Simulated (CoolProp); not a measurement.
The numbers come from the reference Helmholtz-energy equation of state, Schmidt 1985 in CoolProp. Above 300 K oxygen's equation is extrapolated.

Question: For oxygen, give the phase and the cp (kJ/(kg K)), Joule-Thomson coefficient (K/MPa) at 162.3 K and 61.3 bar; 217.9 K and 61.3 bar.

Answer: 
- 162.3 K and 61.3 bar: supercritical; cp 6.87, Joule-Thomson coefficient 5.67
- 217.9 K and 61.3 bar: supercritical; cp 1.21, Joule-Thomson coefficient 4.15
